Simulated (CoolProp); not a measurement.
Oxygen along the isobar 7.02 MPa: density (kg/m³) from the reference equation and from simpler models built on Tc = -118.6 °C, pc = 5.046 MPa, ω = 0.022; each cubic takes its own stable root.

Model: reference Helmholtz-energy equation of state, Schmidt 1985, in CoolProp.

```csv
T (°C),phase,reference,van der Waals,Redlich-Kwong,Soave-Redlich-Kwong,Peng-Robinson
-142.35,liquid,935.4,663.9,906.2,904.3,1019
-127.55,liquid,817.4,588.8,759.5,759.7,851.2
-112.85,supercritical,588.7,472.2,517.3,515.5,562.0
-98.05,supercritical,259.7,274.7,257.9,255.6,270.3
-83.35,supercritical,196.6,204.5,196.7,194.8,204.0
-68.55,supercritical,165.4,171.3,165.8,164.0,170.7
-53.85,supercritical,145.3,150.2,145.8,144.1,149.3
-39.05,supercritical,130.7,134.8,131.2,129.6,133.8
-24.35,supercritical,119.4,123.0,119.9,118.4,121.9
```
